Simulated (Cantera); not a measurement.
# PbO + N₂ (iron carbonyl, mercury and lead vapours)

A closed system holds: 1 mol PbO, 1.1 mol N₂, at 78.0 mbar.

Cantera equilibrium calculation (NASA polynomials, part measured and part estimated; ideal gas, pure solids and liquids). Candidate condensed phases: Pb, PbO, PbO₂, Pb₃O₄; 12 gas species. Gases not in the tables: (PbO)n polymers. The numbers say what is thermodynamically allowed, not how fast it happens.

```tsv
T (°C)	log p N₂	log p PbO	log p Pb	log p O₂	log p NO	log p O	n PbO(red)	n PbO(yellow)	n PbO(l)
450	-1.11	-12.11	-12.59	-13.08	-13.04	<-13	1.00	0	0
550	-1.11	-9.64	-10.24	-10.63	-11.01	<-13	0	1.00	0
650	-1.11	-7.72	-8.40	-8.74	-9.44	<-13	0	1.00	0
750	-1.11	-6.19	-6.92	-7.25	-8.18	<-13	0	1.000	0
850	-1.11	-4.94	-5.71	-6.03	-7.16	-11.37	0	1.000	0
950	-1.11	-3.96	-4.74	-5.05	-6.32	-9.92	0	0	0.998
1050	-1.11	-3.18	-3.94	-4.25	-5.63	-8.70	0	0	0.989
1150	-1.13	-2.51	-3.26	-3.57	-5.05	-7.66	0	0	0.945
1250	-1.20	-1.93	-2.68	-2.98	-4.57	-6.75	0	0	0.758
1350	-1.41	-1.53	-2.23	-2.53	-4.25	-5.99	0	0	0
```
log p: log10 of the partial pressure in bar; n: condensed amount in mol.

At 450 °C the condensed part is PbO(red). From 550 °C to 850 °C the condensed part is PbO(yellow). From 950 °C to 1250 °C the condensed part is PbO(l). At 1350 °C nothing is condensed.
